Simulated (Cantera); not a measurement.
## Calcination and drying: CaCO3 + H2O + CO2

Input: 1 mol CaCO3, a varied amount of H2O, 0.13 mol CO2, at 1775 K and 0.120 bar.

Cantera equilibrium calculation (NASA polynomials, part measured and part estimated; ideal gas, pure solids and liquids). Candidate condensed phases: C, C6H6, C7H8, C8H18, Ca, CaCO3, CaO, Ca(OH)2, H2O; 115 gas species. Kinetics and transport are ignored.

```json
[
 {"n(H2O) (mol)": "0.044", "x CO2": "0.952", "x H2O": "0.0371", "x CO": "0.00725", "x O2": "0.00360", "x H2": "7.60e-5", "n CaO(s)": "1.000"},
 {"n(H2O) (mol)": "0.066", "x CO2": "0.934", "x H2O": "0.0547", "x CO": "0.00715", "x O2": "0.00356", "x H2": "0.000113", "n CaO(s)": "1.000"},
 {"n(H2O) (mol)": "0.098", "x CO2": "0.910", "x H2O": "0.0792", "x CO": "0.00702", "x O2": "0.00351", "x H2": "0.000164", "n CaO(s)": "1.000"},
 {"n(H2O) (mol)": "0.15", "x CO2": "0.873", "x H2O": "0.116", "x CO": "0.00681", "x O2": "0.00343", "x H2": "0.000244", "n CaO(s)": "1.000"},
 {"n(H2O) (mol)": "0.22", "x CO2": "0.827", "x H2O": "0.162", "x CO": "0.00655", "x O2": "0.00333", "x H2": "0.000344", "n CaO(s)": "1.000"},
 {"n(H2O) (mol)": "0.33", "x CO2": "0.765", "x H2O": "0.224", "x CO": "0.00618", "x O2": "0.00320", "x H2": "0.000487", "n CaO(s)": "1.000"},
 {"n(H2O) (mol)": "0.48", "x CO2": "0.694", "x H2O": "0.296", "x CO": "0.00574", "x O2": "0.00305", "x H2": "0.000659", "n CaO(s)": "1.000"},
 {"n(H2O) (mol)": "0.72", "x CO2": "0.604", "x H2O": "0.387", "x CO": "0.00516", "x O2": "0.00285", "x H2": "0.000889", "n CaO(s)": "1.000"},
 {"n(H2O) (mol)": "1.1", "x CO2": "0.501", "x H2O": "0.490", "x CO": "0.00446", "x O2": "0.00263", "x H2": "0.00117", "n CaO(s)": "1.000"},
 {"n(H2O) (mol)": "1.6", "x CO2": "0.409", "x H2O": "0.583", "x CO": "0.00379", "x O2": "0.00243", "x H2": "0.00145", "n CaO(s)": "1.000"},
 {"n(H2O) (mol)": "2.4", "x CO2": "0.316", "x H2O": "0.676", "x CO": "0.00307", "x O2": "0.00221", "x H2": "0.00176", "n CaO(s)": "1.000"},
 {"n(H2O) (mol)": "3.6", "x CO2": "0.236", "x H2O": "0.757", "x CO": "0.00240", "x O2": "0.00202", "x H2": "0.00207", "n CaO(s)": "1.000"},
 {"n(H2O) (mol)": "5.4", "x CO2": "0.171", "x H2O": "0.822", "x CO": "0.00181", "x O2": "0.00186", "x H2": "0.00234", "n CaO(s)": "1.000"}
]
```
x: gas mole fraction; n: condensed amount in mol.

From 0.044 mol H2O to 5.4 mol H2O the condensed part is CaO(s). The main Ca-bearing gas is Ca(OH)2 throughout.
